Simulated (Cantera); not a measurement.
Standard-state values (1 bar) from the NASA 1993 polynomials, evaluated with Cantera. Values are per mole of reaction as written; species without (g) are pure solids or liquids, kept so even where they would boil at 1 bar. ZrN: taken at fixed stoichiometry.

Problem. Between 1773 and 1973 K, where is each reaction favourable under standard conditions?
- ZrN + NO2(g) ⇌ Zr + 2 NO(g)
- 3 NO(g) + 3 Zr ⇌ O3(g) + 3 ZrN

Solution. 
- ZrN + NO2(g) ⇌ Zr + 2 NO(g): ΔG° is 195 kJ at 1773 K and 160 kJ at 1973 K; it stays positive (K < 1). ΔH° is 505 kJ and ΔS° 175 J/K at 1973 K.
- 3 NO(g) + 3 Zr ⇌ O3(g) + 3 ZrN: ΔG° is -551 kJ at 1773 K and -477 kJ at 1973 K; it stays negative (K > 1). ΔH° is -1198 kJ and ΔS° -366 J/K at 1973 K.
